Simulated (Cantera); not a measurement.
Charge: 1 mol Cr2O3, 6.3 mol H2, 16 mol N2, at 898.15 K and 1 atm.

Equilibrium computed with Cantera from the NASA thermochemical tables; the gas is ideal and each condensed phase is pure. Candidate condensed phases: Cr, CrN, Cr2N, Cr2O3, H2O; 29 gas species. Rates play no part.

Base state: N2 0.718, H2 0.282, NH3 0.000158, H2O 2.47e-5 (mole fractions); condensed: CrN(s) + Cr2O3(s).

**Question.** What changes in the equilibrium state with this change: temperature from 898.15 K to 2023 K?

**Answer.** 
```tsv
species	before	after
N2	0.718	0.716
H2	0.282	0.277
H2O	2.47e-5	0.00449
Cr	<1e-9	0.00146
H	<1e-9	0.000993
CrO	<1e-9	1.64e-5
CrN(s), mol	0.000367	0
Cr2O3(s), mol	1.000	0.966
Cr(s), mol	0	0.0342
```
Mutual solubility and eutectic melting of coexisting phases are not modelled.
